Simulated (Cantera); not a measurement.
Mixture: H2 : O2 : N2 : H2O = 1 : 0.962 : 3.62 : 0.55 (molar parts), equivalence ratio 0.52, at 49000 Pa, adiabatic and at constant volume. Ignition delay is the time to a rise of 400 K.

Model: the H2/O2 subset of GRI-Mech 3.0, which has no nitrogen chemistry, integrated in Cantera. Where the delays flatten at high temperature, the 400 K rule measures the pace of heat release, not the induction time.

Question: Predict: delay at 1223 K; delay at 1423 K; delay at 1623 K; delay at 1823 K.

Answer: 
```
Property            Value
---------------  --------
delay at 1223 K  0.101 ms
delay at 1423 K   59.1 µs
delay at 1623 K   55.8 µs
delay at 1823 K   68.0 µs
```
